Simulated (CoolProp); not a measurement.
R21 along the isobar 2.58 MPa: fugacity coefficient from the reference equation and from simpler models built on Tc = 452.7 K, pc = 5.289 MPa, ω = 0.206; each cubic takes its own stable root.

Values from CoolProp's reference Helmholtz-energy equation of state, Platzer 1990. This equation is an older, rougher fit; its heat capacities, sound speeds and derivatives of the liquid may be far off and weren't checked against measurements.

```tsv
T (K)	phase	reference
309.9	liquid	0.1038
328	liquid	0.1703
346.2	liquid	0.2616
364.3	liquid	0.3783
382.4	liquid	0.5208
400.5	liquid	0.6868
418.6	gas	0.7844
436.8	gas	0.8152
454.9	gas	0.8404
473	gas	0.8613
```

Q: How far does each simpler model (Redlich-Kwong, Soave-Redlich-Kwong, Peng-Robinson) lie from the reference over these 10 states: mean and median of the absolute difference, and the worst?

A: 
- Redlich-Kwong: mean 15.6 %, median 13.6 %, worst +42.5 % at 309.9 K and 2.58 MPa
- Soave-Redlich-Kwong: mean 1.3 %, median 1.3 %, worst +2.5 % at 382.4 K and 2.58 MPa
- Peng-Robinson: mean 0.8 %, median 0.3 %, worst -1.9 % at 473 K and 2.58 MPa
